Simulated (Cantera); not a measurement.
Mixture: CH4 : C2H6 : O2 : N2 : CO2 = 1 : 0.057 : 2.72 : 8.96 : 0.67 (molar parts), at 5.00 bar, adiabatic and at constant volume. Ignition delay is the time to a rise of 400 K.

Cantera simulation using GRI-Mech 3.0 (53 species, 325 reactions); the numbers are that mechanism's predictions, not measurements.

Task: Predict: delay at 1250 K; delay at 1450 K; delay at 1650 K; delay at 1850 K; delay at 2050 K; apparent activation energy between 1950 and 2150 K.

Result: 
```json
{
  "delay at 1250 K": "1.45 ms",
  "delay at 1450 K": "0.185 ms",
  "delay at 1650 K": "32.1 µs",
  "delay at 1850 K": "8.72 µs",
  "delay at 2050 K": "3.52 µs",
  "apparent activation energy between 1950 and 2150 K": "130 kJ/mol"
}
```
